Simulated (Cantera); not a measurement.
An adiabatic, constant-pressure homogeneous reactor starts with 13.9 % CH4, 15.4 % O2, 57.9 % N2, 12.9 % H2O, at 1200 K and 550000 Pa.

Computed with Cantera and GRI-Mech 3.0 (53 species, 325 reactions).

Q: Predict: time of steepest temperature rise; temperature at 8.00 s; equilibrium temperature; x(O2) at 8.00 s; x(H2O) at 8.00 s; x(CO) at 8.00 s.

A: 
| Quantity | Result |
|---|---|
| time of steepest temperature rise | 14.4 ms |
| temperature at 8.00 s | 2249 K |
| equilibrium temperature | 2249 K |
| x(O2) at 8.00 s | 1.47e-6 (gas-phase equilibrium 1.47e-6) |
| x(H2O) at 8.00 s | 0.233 (gas-phase equilibrium 0.233) |
| x(CO) at 8.00 s | 0.0921 (gas-phase equilibrium 0.0921) |
